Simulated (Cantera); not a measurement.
Charge: 1 mol PbO, a varied amount of CO, equilibrated at 0.0120 bar.

Equilibrium computed with Cantera from the NASA thermochemical tables; the gas is ideal and each condensed phase is pure. Candidate condensed phases: C, Pb, PbO, PbO2, Pb3O4; 15 gas species. Each liquid is taken as pure. Mutual solubility and eutectic melting of coexisting phases are not modelled. The numbers say what is thermodynamically allowed, not how fast it happens.

Problem. What condenses at these points (T in °C, n(CO) in mol): (1352, 13); (952, 10); (952, 2.6); (1352, 6.6); (1652, 8.3); (1052, 0.8)?

Solution. 
| T (°C) | n(CO) in mol | condensed phases | Pb condensed (%) |
|---|---|---|---|
| 1352 | 13 | gas only | 0.0 |
| 952 | 10 | Pb | 15.5 |
| 952 | 2.6 | Pb | 78.0 |
| 1352 | 6.6 | gas only | 0.0 |
| 1652 | 8.3 | gas only | 0.0 |
| 1052 | 0.8 | Pb + PbO | 55.4 |
